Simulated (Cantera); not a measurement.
Cantera run:

```python
import numpy as np
import cantera as ct

gas_names = """
    H HO2 H2 H2O H2O2 H2S H2SO4 O OH O2 O3 S SH SO SO2 SO3 S2 S2O S8
""".split()
cond_names = """
    H2O(s) H2O(L) H2SO4(L) S(cr1) S(cr2) S(L)
""".split()


# ... load() reads the species with a 1 bar reference pressure and builds the phases ...
atoms = {
    'H2O': {'H': 2, 'O': 1},
    'SO2': {'S': 1, 'O': 2},
    'O2': {'O': 2},
}
top_T = {}  # K; cautious upper limits of use, not melting points


# ... equilibrate(T, P, feed) seeds the gas with the atoms and calls Mixture.equilibrate('TP', solver="vcs", rtol=1e-11, max_steps=5000) ...
results = []
feed = {'H2O': 1, 'SO2': 0.21, 'O2': 0.5}  # mol
P = 13332.2  # Pa
for T in [1123, 1223, 1323, 1423, 1523, 1623, 1723, 1823]:
    mix = equilibrate(T, P, feed)
    results.append((T, P, feed, dict(zip(mix.species_names, mix.species_moles))))
    x = sorted(zip(gas.X, gas.species_names), reverse=True)
    print(f"T = {T:g} K  P = {P:g} Pa  gas = {mix.phase_moles(0):.4g} mol")
    print("   x: " + "  ".join(f"{s} {v:.3e}" for v, s in x if v > 1e-06))
    print("   condensed (mol): " + ("  ".join(f"{mix.phase(i).name} {mix.phase_moles(i):.4g}"
          for i in range(1, mix.n_phases) if mix.phase_moles(i) > 1e-12) or "none"))
```

It prints:

```
T = 1123 K  P = 13332.2 Pa  gas = 1.701 mol
   x: H2O 5.880e-01  O2 2.885e-01  SO2 1.124e-01  SO3 1.104e-02  OH 4.251e-06  H2SO4 1.152e-06
   condensed (mol): none
T = 1223 K  P = 13332.2 Pa  gas = 1.706 mol
   x: H2O 5.862e-01  O2 2.906e-01  SO2 1.181e-01  SO3 4.982e-03  OH 1.768e-05
   condensed (mol): none
T = 1323 K  P = 13332.2 Pa  gas = 1.708 mol
   x: H2O 5.855e-01  O2 2.915e-01  SO2 1.205e-01  SO3 2.483e-03  OH 5.928e-05
   condensed (mol): none
T = 1423 K  P = 13332.2 Pa  gas = 1.709 mol
   x: H2O 5.851e-01  O2 2.919e-01  SO2 1.215e-01  SO3 1.357e-03  OH 1.677e-04  O 1.992e-06  H2 1.896e-06
   condensed (mol): none
T = 1523 K  P = 13332.2 Pa  gas = 1.71 mol
   x: H2O 5.847e-01  O2 2.920e-01  SO2 1.220e-01  SO3 8.016e-04  OH 4.141e-04  O 8.164e-06  H2 7.591e-06
   condensed (mol): none
T = 1623 K  P = 13332.2 Pa  gas = 1.71 mol
   x: H2O 5.843e-01  O2 2.919e-01  SO2 1.223e-01  OH 9.143e-04  SO3 5.055e-04  O 2.814e-05  H2 2.566e-05  SO 1.363e-06
   condensed (mol): none
T = 1723 K  P = 13332.2 Pa  gas = 1.711 mol
   x: H2O 5.836e-01  O2 2.917e-01  SO2 1.224e-01  OH 1.840e-03  SO3 3.364e-04  O 8.409e-05  H2 7.536e-05  SO 4.997e-06  H 4.336e-06  HO2 1.455e-06
   condensed (mol): none
T = 1823 K  P = 13332.2 Pa  gas = 1.712 mol
   x: H2O 5.823e-01  O2 2.911e-01  SO2 1.224e-01  OH 3.428e-03  SO3 2.343e-04  O 2.229e-04  H2 1.967e-04  H 1.664e-05  SO 1.587e-05  HO2 2.423e-06
   condensed (mol): none
```

Cantera equilibrium calculation (NASA polynomials, part measured and part estimated; ideal gas, pure solids and liquids).
